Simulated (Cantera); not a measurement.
Feed: 1 mol B₂O₃, 20 mol H₂, held at 1000 Pa.

These are equilibrium values from Cantera (NASA tables, ideal gas, pure condensed phases), not measurements of a reactor. Candidate condensed phases: B, B₂O₃, B₃O₃H₃, H₂O; 23 gas species. Equilibrium is a limit: real reactors are often held back by kinetics, nucleation or transport.

x: gas mole fraction; n: condensed amount in mol.

| T (K) | x H₂ | x H | x HBO₂ | x HBO | x B₂O₃ | x BO | x H₂O | n B₂O₃(l) |
|---|---|---|---|---|---|---|---|---|
| 975 | 1.000 | 1.14e-8 | 1.65e-7 | 4.98e-7 | 9.80e-11 | <1e-12 | (withheld) | 1.000 |
| 1075 | 1.000 | 1.47e-7 | 2.42e-6 | 7.05e-6 | 9.36e-9 | 5.99e-11 | (withheld) | 1.000 |
| 1175 | 1.000 | 1.23e-6 | 2.48e-5 | 5.54e-5 | 3.99e-7 | 3.13e-9 | (withheld) | 0.999 |
| 1275 | 0.999 | 7.37e-6 | 0.000181 | 0.000298 | 9.19e-6 | 8.31e-8 | (withheld) | 0.995 |
| 1375 | 0.997 | 3.42e-5 | 0.000956 | 0.00126 | 0.000132 | 1.37e-6 | (withheld) | 0.975 |
| 1475 | 0.990 | 0.000129 | 0.00392 | 0.00441 | 0.00129 | 1.55e-5 | (withheld) | 0.887 |
| 1575 | 0.962 | 0.000408 | 0.0133 | 0.0128 | 0.00932 | 0.000127 | (withheld) | 0.519 |
| 1675 | 0.927 | 0.00112 | 0.0240 | 0.0216 | 0.0221 | 0.000537 | (withheld) | 0 |
| 1775 | 0.922 | 0.00278 | 0.0254 | 0.0237 | 0.0199 | 0.00131 | (withheld) | 0 |
| 1875 | 0.916 | 0.00627 | 0.0263 | 0.0254 | 0.0177 | 0.00286 | (withheld) | 0 |
| 1975 | 0.906 | 0.0130 | 0.0269 | 0.0264 | 0.0155 | 0.00564 | (withheld) | 0 |
| 2075 | 0.890 | 0.0251 | 0.0270 | 0.0263 | 0.0131 | 0.0101 | (withheld) | 0 |
| 2175 | 0.866 | 0.0454 | 0.0264 | 0.0250 | 0.0106 | 0.0163 | (withheld) | 0 |

Complete the blanks.


- 975, x H₂O: 1.17e-6
- 1075, x H₂O: 4.65e-6
- 1175, x H₂O: 1.85e-5
- 1275, x H₂O: 6.37e-5
- 1375, x H₂O: 0.000176
- 1475, x H₂O: 0.000411
- 1575, x H₂O: 0.000851
- 1675, x H₂O: 0.00149
- 1775, x H₂O: 0.00227
- 1875, x H₂O: 0.00332
- 1975, x H₂O: 0.00470
- 2075, x H₂O: 0.00652
- 2175, x H₂O: 0.00886
